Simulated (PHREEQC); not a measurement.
Consider water at 25 °C with 0.25 mol/kgw CuSO4, 0.0016 mol/kgw H2SO4 and 0.036 mol/kgw H3BO3. Closed to the air; pH follows from the charge balance.

Model: ion-association model, phreeqc.dat, run in PHREEQC.

Each row changes one thing in this solution. No solid was allowed to form.

```csv
case,pH,ionic strength (mol/kgw),SO4-2 (mol/kgw),HSO4- (mol/kgw)
as made,3.15,0.467,0.116,0.00229
H3BO3 left out,3.15,0.467,0.116,0.00229
diluted 10-fold with water,3.79,0.0621,0.0155,0.000130
diluted 5-fold with water,3.59,0.113,0.0282,0.000326
temperature from 25 to 55 °C,3.37,0.457,0.113,0.00266
CuSO4 replaced by Na2SO4 at the same molality,3.25,0.601,0.174,0.00246
H2SO4 from 0.0016 to 0.0024 mol/kgw,2.98,0.468,0.116,0.00342
temperature from 25 to 80 °C,3.57,0.460,0.114,0.00316
```

Complexes and solids missing from the database can't appear. Away from 25 °C the constants follow the database's enthalpies or fits; those with neither stay at their 25 °C values.
